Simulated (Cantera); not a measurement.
An adiabatic, constant-pressure homogeneous reactor starts with C₃H₈ : O₂ : N₂ = 1 : 2.38 : 8.95 (molar parts), at 1098 K and 5.00 bar. Integrator tolerance rtol = 1e-08.

Detailed kinetics in Cantera: GRI-Mech 3.0 (53 species, 325 reactions). GRI-Mech 3.0 was tuned for natural gas; its chemistry of propane as a main component is partial and can be far from experiment.

Question: What does this change do: C3H8 1 to 0.64 parts?

Answer: 
```json
[
 {"quantity": "time of steepest temperature rise", "before": "21.7 ms", "after": "20.8 ms"},
 {"quantity": "temperature at 1.00 s", "before": "2215 K", "after": "2662 K"},
 {"quantity": "equilibrium temperature", "before": "2215 K", "after": "2662 K"},
 {"quantity": "x(C₃H₈) at 1.00 s", "before": "<1e-12 (gas-phase equilibrium <1e-12)", "after": "<1e-12 (gas-phase equilibrium <1e-12)"},
 {"quantity": "x(O₂) at 1.00 s", "before": "1.07e-7 (gas-phase equilibrium 1.07e-7)", "after": "0.000525 (gas-phase equilibrium 0.000525)"},
 {"quantity": "x(O) at 1.00 s", "before": "4.39e-7 (gas-phase equilibrium 4.39e-7)", "after": "0.000316 (gas-phase equilibrium 0.000316)"},
 {"quantity": "x(H₂O) at 1.00 s", "before": "0.0917 (gas-phase equilibrium 0.0917)", "after": "0.149 (gas-phase equilibrium 0.149)"},
 {"quantity": "x(CH₂CO) at 1.00 s", "before": "2.15e-12 (gas-phase equilibrium 2.42e-12)", "after": "<1e-12 (gas-phase equilibrium <1e-12)"},
 {"quantity": "x(HCN) at 1.00 s", "before": "9.32e-7 (gas-phase equilibrium 9.32e-7)", "after": "3.44e-8 (gas-phase equilibrium 3.44e-8)"}
]
```

Question: What does this change do: 0.43 parts H2 added?

Answer: 
```csv
quantity,before,after
time of steepest temperature rise,21.7 ms,8.24 ms
temperature at 1.00 s,2215 K,2189 K
equilibrium temperature,2215 K,2189 K
x(C₃H₈) at 1.00 s,<1e-12 (gas-phase equilibrium <1e-12),<1e-12 (gas-phase equilibrium <1e-12)
x(O₂) at 1.00 s,1.07e-7 (gas-phase equilibrium 1.07e-7),6.00e-8 (gas-phase equilibrium 6.00e-8)
x(O) at 1.00 s,4.39e-7 (gas-phase equilibrium 4.39e-7),2.78e-7 (gas-phase equilibrium 2.78e-7)
x(H₂O) at 1.00 s,0.0917 (gas-phase equilibrium 0.0917),0.0911 (gas-phase equilibrium 0.0911)
x(CH₂CO) at 1.00 s,2.15e-12 (gas-phase equilibrium 2.42e-12),2.78e-12 (gas-phase equilibrium 3.14e-12)
x(HCN) at 1.00 s,9.32e-7 (gas-phase equilibrium 9.32e-7),1.10e-6 (gas-phase equilibrium 1.10e-6)
```
